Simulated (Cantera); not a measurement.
A closed system holds: 1 mol BCl3, 9.9 mol O2, equilibrated at 0.0750 Torr.

Cantera equilibrium calculation (NASA polynomials, part measured and part estimated; ideal gas, pure solids and liquids). Candidate condensed phases: B, B2O3; 18 gas species. Kinetics and transport are ignored.

Q: At 477 °C, list the 3 most abundant gas species with their mole fractions, and the condensed phases.

A: O2 0.859, Cl2 0.141, Cl 0.000102. Condensed: B2O3(l).
